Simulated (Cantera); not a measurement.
Equilibrium for fluorocarbon and chlorocarbon gases: C₂F₆ + H₂

A closed system holds: 1 mol C₂F₆, 0.04 mol H₂, held at 13.3 mbar.

Cantera equilibrium calculation (NASA polynomials, part measured and part estimated; ideal gas, pure solids and liquids). Candidate condensed phases: C, C₆H₆, C₇H₈, C₈H₁₈; 95 gas species. The feed counts by its element totals alone. The tables' values for C₂F₄ are old estimates; treat these amounts as uncertain. Gases not in the tables: C₂F₆ and larger saturated fluorocarbons. Rates play no part.

| T (°C) | x F | x CF₄ | x CF₂ | x CF | x C₃ | x HF | x C | x CF₃ | x C₂ | n C(graphite) |
|---|---|---|---|---|---|---|---|---|---|---|
| 1825 | 0.0643 | 0.703 | 0.175 | 0.000472 | 2.07e-8 | 0.0441 | 1.71e-8 | 0.0123 | 1.78e-9 | 0.384 |
| 2025 | 0.247 | 0.273 | 0.428 | 0.00408 | 1.21e-6 | 0.0304 | 6.07e-7 | 0.0185 | 1.07e-7 | 0.0997 |
| 2225 | 0.517 | 0.0258 | 0.412 | 0.0168 | 3.61e-5 | 0.0201 | 1.21e-5 | 0.00805 | 3.33e-6 | 0.156 |
| 2425 | 0.721 | 0.00105 | 0.218 | 0.0413 | 0.000643 | 0.0163 | 0.000155 | 0.00161 | 6.15e-5 | 0.705 |
| 2625 | 0.811 | 3.37e-5 | 0.0891 | 0.0753 | 0.00758 | 0.0143 | 0.00139 | 0.000241 | 0.000755 | 0.939 |
| 2825 | 0.785 | 9.21e-7 | 0.0292 | 0.104 | 0.0532 | 0.0124 | 0.00880 | 2.88e-5 | 0.00587 | 0 |
| 3025 | 0.806 | 2.78e-8 | 0.00696 | 0.0826 | 0.0543 | 0.0108 | 0.0254 | 2.99e-6 | 0.0115 | 0 |
x: gas mole fraction; n: condensed amount in mol.

From 1825 °C to 2625 °C the condensed part is C(graphite). From 2825 °C to 3025 °C nothing is condensed. The main C-bearing gas is CF₄ at 1825 °C and C₃ at 3025 °C.
